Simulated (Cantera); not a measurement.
Cantera run, input and output.

```python
import numpy as np
import cantera as ct

gas = ct.Solution("gri30.yaml")
gas.TPX = 698, 960000, {'CH4': 1, 'O2': 1.67, 'N2': 6.27}
inlet = ct.Reservoir(gas, clone=True)
gas.equilibrate("HP")  # start burning
reactor = ct.IdealGasConstPressureReactor(gas, energy="on", clone=False)
exhaust = ct.Reservoir(gas, clone=True)
tau = [0.14, 0.053, 0.02, 0.0074, 0.0027, 0.001, 0.00038, 0.00014, 5.3e-05, 2e-05, 7.3e-06][0]
for a, b in ((inlet, reactor), (reactor, exhaust)):
    ct.MassFlowController(a, b, mdot=lambda t: reactor.mass / tau)
net = ct.ReactorNet([reactor])
show = ['CH4', 'O2', 'HCO', 'CO', 'H2O2']

rows = []
print(f"{'tau/s':>10s}{'T/K':>9s}" + "".join(f"{s:>11s}" for s in show))
for tau in [0.14, 0.053, 0.02, 0.0074, 0.0027, 0.001, 0.00038, 0.00014, 5.3e-05, 2e-05, 7.3e-06]:
    net.initial_time = 0.0
    net.advance(30 * tau)
    before = gas.X
    net.advance(40 * tau)
    drift = np.max(np.abs(gas.X - before) / (gas.X + 1e-9))
    rows.append([gas.T, *gas[show].X, drift])
    print(f"{tau:10.3e}{gas.T:9.1f}" + "".join(f"{x:11.3e}" for x in gas[show].X))
```

Result:

```
     tau/s      T/K        CH4         O2        HCO         CO       H2O2
 1.400e-01   2424.6  1.623e-06  1.137e-04  6.974e-08  4.722e-02  3.719e-08
 5.300e-02   2423.9  4.086e-06  1.296e-04  7.573e-08  4.724e-02  3.951e-08
 2.000e-02   2422.4  9.726e-06  1.685e-04  9.096e-08  4.728e-02  4.516e-08
 7.400e-03   2419.0  2.138e-05  2.599e-04  1.297e-07  4.737e-02  5.813e-08
 2.700e-03   2412.6  4.248e-05  4.590e-04  2.271e-07  4.756e-02  8.542e-08
 1.000e-03   2401.7  7.729e-05  8.536e-04  4.627e-07  4.793e-02  1.362e-07
 3.800e-04   2384.5  1.365e-04  1.585e-03  1.018e-06  4.861e-02  2.208e-07
 1.400e-04   2356.8  2.589e-04  3.006e-03  2.428e-06  4.990e-02  3.618e-07
 5.300e-05   2314.9  5.488e-04  5.735e-03  5.836e-06  5.224e-02  5.942e-07
 2.000e-05   2229.4  1.770e-03  1.344e-02  1.431e-05  5.766e-02  1.278e-06
 7.300e-06    698.0  1.119e-01  1.868e-01  1.512e-28  1.462e-15  5.851e-19
```

Cantera simulation using GRI-Mech 3.0 (53 species, 325 reactions); the numbers are that mechanism's predictions, not measurements.
